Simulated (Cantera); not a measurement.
# Ammonia decomposition in nitride growth gas

An isothermal, constant-pressure homogeneous reactor starts with 19.6 % NH3, 80.4 % H2, at 2198 K and 0.132 atm.

Model: the gas-phase N/H chemistry of the illustrative SiF4/NH3 mechanism in the Surface Chemkin manual (1991), integrated in Cantera. Walls and surfaces, which speed up NH3 decomposition in real reactors, are not modelled.

```
t (s)        x NH3   x H2    x N2H4       x H     x NH      x N
--------  --------  -----  --------  --------  -------  -------
0.000100     0.196  0.804  4.37e-10  0.000231  1.21e-6  2.00e-8
0.000203     0.196  0.804   1.74e-9  0.000462  4.85e-6  1.61e-7
0.000412     0.195  0.803   6.05e-9  0.000865  1.68e-5  1.04e-6
0.000835     0.193  0.804   1.26e-8   0.00126  3.48e-5  3.10e-6
0.00169      0.189  0.806   1.39e-8   0.00136  3.92e-5  3.74e-6
0.00344      0.181  0.811   1.32e-8   0.00139  3.88e-5  3.77e-6
0.00697      0.166  0.819   1.17e-8   0.00144  3.79e-5  3.80e-6
0.0141       0.140  0.835   9.32e-9   0.00156  3.60e-5  3.84e-6
0.0287      0.0989  0.858   5.90e-9   0.00180  3.25e-5  3.93e-6
0.0582      0.0498  0.887   2.40e-9   0.00236  2.66e-5  4.13e-6
0.118       0.0110  0.908  3.52e-10   0.00420  1.79e-5  4.91e-6
0.240     0.000201  0.906  1.09e-12    0.0127  3.07e-6  2.58e-6
0.486      2.09e-5  0.904    <1e-12    0.0146  4.21e-7  4.05e-7
0.986      7.09e-6  0.904    <1e-12    0.0146  1.43e-7  1.38e-7
2.00       3.05e-6  0.904    <1e-12    0.0146  6.15e-8  5.92e-8
```
x: mole fraction; the columns are a selection and need not sum to one.

Equilibrium at this temperature and pressure: NH3 4.87e-7, H2 0.904, N2H4 <1e-12, H 0.0146, NH 9.83e-9, N 9.46e-9 (gas phase only).
